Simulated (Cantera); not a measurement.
Input (Python, Cantera) and output of one run.

```python
import numpy as np
import cantera as ct

gas_names = """
    Br Br2 H HBr H2 N NH NH2 NH3 N2 N2H2 N2H4 Si SiBr SiBr2 SiBr3 SiBr4 SiH SiHBr3 SiH2 SiH2Br2 SiH3
    SiH3Br SiH4 SiN Si2 Si2N Si3
""".split()
cond_names = """
    Br2(cr) Br2(L) Si(cr) Si(L) Si3N4(a)
""".split()


def load(file, names, dense=False):
    # The tables refer to 1 bar. Condensed volumes are neglected.
    table = {s.name: s for s in ct.Species.list_from_file(file)}
    out = []
    for n in names:
        d = dict(table[n].input_data)
        d["thermo"] = dict(d["thermo"], **{"reference-pressure": 1e5})
        if dense:
            d["equation-of-state"] = {"model": "constant-volume", "density": "1e6 g/cm^3"}
        out.append(ct.Species.from_dict(d))
    return out


gas = ct.Solution(thermo="ideal-gas", species=load("nasa_gas.yaml", gas_names))
cond = {s.name: ct.Solution(thermo="fixed-stoichiometry", species=[s], name=s.name)
        for s in load("nasa_condensed.yaml", cond_names, dense=True)}
atoms = {
    'Si': {'Si': 1},
    'HBr': {'H': 1, 'Br': 1},
    'N2': {'N': 2},
}
top_T = {'Si3N4(a)': 2400}  # K; cautious upper limits of use, not melting points


def equilibrate(T, P, feed):
    n = {}
    for name, mol in feed.items():
        for a, k in atoms[name].items():
            n[a] = n.get(a, 0.0) + k * mol
    gas.TPX = T, P, n
    mass = sum(n.values()) * gas.mean_molecular_weight
    gas.equilibrate("TP")
    valid = [c for c in cond.values() if c.min_temp <= T <= top_T.get(c.name, c.max_temp)]
    mix = ct.Mixture([(gas, mass / gas.mean_molecular_weight)] + [(c, 0.0) for c in valid])
    mix.T, mix.P = T, P
    mix.equilibrate("TP", solver="vcs", rtol=1e-11, max_steps=5000)
    return mix


results = []
P = 1000  # Pa
for T in [823, 923, 1023, 1123, 1223, 1323, 1423, 1523, 1623, 1723]:
    for m in [2.2, 2.6, 3.1, 3.7, 4.4, 5.2, 6.2, 7.4, 8.7, 10, 12, 15]:
        feed = {'Si': 1, 'HBr': m, 'N2': 0.72}  # mol
        mix = equilibrate(T, P, feed)
        results.append((T, P, feed, dict(zip(mix.species_names, mix.species_moles))))

for T, P, feed, n in results:
    print(f"{T:7g} {feed['HBr']:10.4g}  " + (" + ".join(c for c in cond_names if n.get(c, 0) > 1e-12) or "gas only"))
```

Result:

```
    823        2.2  Si3N4(a)
    823        2.6  Si3N4(a)
    823        3.1  Si3N4(a)
    823        3.7  Si3N4(a)
    823        4.4  Si3N4(a)
    823        5.2  Si3N4(a)
    823        6.2  Si3N4(a)
    823        7.4  Si3N4(a)
    823        8.7  Si3N4(a)
    823         10  gas only
    823         12  gas only
    823         15  gas only
    923        2.2  Si3N4(a)
    923        2.6  Si3N4(a)
    923        3.1  Si3N4(a)
    923        3.7  Si3N4(a)
    923        4.4  Si3N4(a)
    923        5.2  Si3N4(a)
    923        6.2  Si3N4(a)
    923        7.4  Si3N4(a)
    923        8.7  Si3N4(a)
    923         10  gas only
    923         12  gas only
    923         15  gas only
   1023        2.2  Si3N4(a)
   1023        2.6  Si3N4(a)
   1023        3.1  Si3N4(a)
   1023        3.7  Si3N4(a)
   1023        4.4  Si3N4(a)
   1023        5.2  Si3N4(a)
   1023        6.2  Si3N4(a)
   1023        7.4  Si3N4(a)
   1023        8.7  Si3N4(a)
   1023         10  Si3N4(a)
   1023         12  gas only
   1023         15  gas only
   1123        2.2  Si3N4(a)
   1123        2.6  Si3N4(a)
   1123        3.1  Si3N4(a)
   1123        3.7  Si3N4(a)
   1123        4.4  Si3N4(a)
   1123        5.2  Si3N4(a)
   1123        6.2  Si3N4(a)
   1123        7.4  Si3N4(a)
   1123        8.7  Si3N4(a)
   1123         10  Si3N4(a)
   1123         12  gas only
   1123         15  gas only
   1223        2.2  Si3N4(a)
   1223        2.6  Si3N4(a)
   1223        3.1  Si3N4(a)
   1223        3.7  Si3N4(a)
   1223        4.4  Si3N4(a)
   1223        5.2  Si3N4(a)
   1223        6.2  Si3N4(a)
   1223        7.4  Si3N4(a)
   1223        8.7  Si3N4(a)
   1223         10  gas only
   1223         12  gas only
   1223         15  gas only
   1323        2.2  Si3N4(a)
   1323        2.6  Si3N4(a)
   1323        3.1  Si3N4(a)
   1323        3.7  Si3N4(a)
   1323        4.4  Si3N4(a)
   1323        5.2  Si3N4(a)
   1323        6.2  Si3N4(a)
   1323        7.4  Si3N4(a)
   1323        8.7  gas only
   1323         10  gas only
   1323         12  gas only
   1323         15  gas only
   1423        2.2  Si3N4(a)
   1423        2.6  Si3N4(a)
   1423        3.1  Si3N4(a)
   1423        3.7  Si3N4(a)
   1423        4.4  Si3N4(a)
   1423        5.2  Si3N4(a)
   1423        6.2  gas only
   1423        7.4  gas only
   1423        8.7  gas only
   1423         10  gas only
   1423         12  gas only
   1423         15  gas only
   1523        2.2  Si3N4(a)
   1523        2.6  Si3N4(a)
   1523        3.1  Si3N4(a)
   1523        3.7  Si3N4(a)
   1523        4.4  gas only
   1523        5.2  gas only
   1523        6.2  gas only
   1523        7.4  gas only
   1523        8.7  gas only
   1523         10  gas only
   1523         12  gas only
   1523         15  gas only
   1623        2.2  Si3N4(a)
   1623        2.6  Si3N4(a)
   1623        3.1  gas only
   1623        3.7  gas only
   1623        4.4  gas only
   1623        5.2  gas only
   1623        6.2  gas only
   1623        7.4  gas only
   1623        8.7  gas only
   1623         10  gas only
   1623         12  gas only
   1623         15  gas only
   1723        2.2  Si(L) + Si3N4(a)
   1723        2.6  Si(L)
   1723        3.1  gas only
   1723        3.7  gas only
   1723        4.4  gas only
   1723        5.2  gas only
   1723        6.2  gas only
   1723        7.4  gas only
   1723        8.7  gas only
   1723         10  gas only
   1723         12  gas only
   1723         15  gas only
```

These are equilibrium values from Cantera (NASA tables, ideal gas, pure condensed phases), not measurements of a reactor. N2 is the only nitrogen source here; it is nearly inert below about 1500 K, so the nitride shown seldom forms there in practice. Mutual solubility and eutectic melting of coexisting phases are not modelled. The tables' values for SiBr3 are old estimates.
